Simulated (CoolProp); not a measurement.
The fluid at 234.25 K and 0.192 MPa (gas) is heated at constant pressure to 343.9 K. The same conditions are run with several fluids, on thermodynamics alone (safety and materials aside).

Values from CoolProp's reference Helmholtz-energy equation of state of each fluid (nitrous oxide: Lemmon 2006; carbon monoxide: Lemmon 2006; ethane: Bücker 2006; normal hydrogen: Leachman 2009; ethylene: Smukala 2000).

**Question.** Rank nitrous oxide, carbon monoxide, ethane, normal hydrogen, ethylene by heat (kJ/kg), highest first.

**Answer.** normal hydrogen (1560), ethane (191), ethylene (167), carbon monoxide (115), nitrous oxide (96.6)

```tsv
fluid	final density (kg/m³)
nitrous oxide	2.97
carbon monoxide	1.88
ethane	2.04
normal hydrogen	0.135
ethylene	1.90
```
